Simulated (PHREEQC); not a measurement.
Dissolve 0.0015 mol/kgw FeCl3, 0.015 mol/kgw CaCl2 and 0.00054 mol/kgw NaF at 20 °C. Closed to the air; pH follows from the charge balance.

Computed with PHREEQC (ion-association model, phreeqc.dat).

Each row changes one thing in this solution. Precipitation was switched off in this run.

```json
[
 {"case": "as made", "pH": "3.12", "ionic strength (mol/kgw)": "0.0514", "FeOH+2 (mol/kgw)": "0.000540", "FeF+2 (mol/kgw)": "0.000460", "Fe+3 (mol/kgw)": "0.000164", "Fe(OH)2+ (mol/kgw)": "0.000109", "SI of Fluorite (CaF2)": "-2.36", "SI of Goethite (FeOOH)": "+5.78"},
 {"case": "NaF from 0.00054 to 0.00081 mol/kgw", "pH": "3.20", "ionic strength (mol/kgw)": "0.0512", "FeOH+2 (mol/kgw)": "0.000446", "FeF+2 (mol/kgw)": "0.000611", "Fe+3 (mol/kgw)": "0.000114", "Fe(OH)2+ (mol/kgw)": "0.000107", "SI of Fluorite (CaF2)": "-1.79", "SI of Goethite (FeOOH)": "+5.85"},
 {"case": "CaCl2 from 0.015 to 0.0225 mol/kgw", "pH": "3.14", "ionic strength (mol/kgw)": "0.0739", "FeOH+2 (mol/kgw)": "0.000517", "FeF+2 (mol/kgw)": "0.000459", "Fe+3 (mol/kgw)": "0.000159", "Fe(OH)2+ (mol/kgw)": "0.000100", "SI of Fluorite (CaF2)": "-2.15", "SI of Goethite (FeOOH)": "+5.75"},
 {"case": "temperature from 20 to 90 °C", "pH": "2.87", "ionic strength (mol/kgw)": "0.0504", "FeOH+2 (mol/kgw)": "0.000572", "FeF+2 (mol/kgw)": "0.000222", "Fe+3 (mol/kgw)": "1.07e-5", "Fe(OH)2+ (mol/kgw)": "0.000552", "SI of Fluorite (CaF2)": "-1.85", "SI of Goethite (FeOOH)": "+5.85"},
 {"case": "0.018 mol/kgw NaCl added", "pH": "3.14", "ionic strength (mol/kgw)": "0.0693", "FeOH+2 (mol/kgw)": "0.000517", "FeF+2 (mol/kgw)": "0.000458", "Fe+3 (mol/kgw)": "0.000157", "Fe(OH)2+ (mol/kgw)": "0.000102", "SI of Fluorite (CaF2)": "-2.32", "SI of Goethite (FeOOH)": "+5.76"},
 {"case": "NaF replaced by NaBF4 at the same molality", "pH": "2.86", "ionic strength (mol/kgw)": "0.0505", "FeOH+2 (mol/kgw)": "5.15e-5", "FeF+2 (mol/kgw)": "0.000782", "Fe+3 (mol/kgw)": "2.85e-5", "Fe(OH)2+ (mol/kgw)": "5.70e-6", "SI of Fluorite (CaF2)": "-0.38", "SI of Goethite (FeOOH)": "+4.24"}
]
```

Some of these states are supersaturated (in Fe(OH)3(a), Hematite (slow to form), Goethite (slow to form), for instance). Away from 25 °C the constants follow the database's enthalpies or fits; those with neither stay at their 25 °C values. Real BF4- forms and hydrolyses slowly; the run takes it at equilibrium. Fluoro complexes past AlF4- and FeF3 are missing from the database.
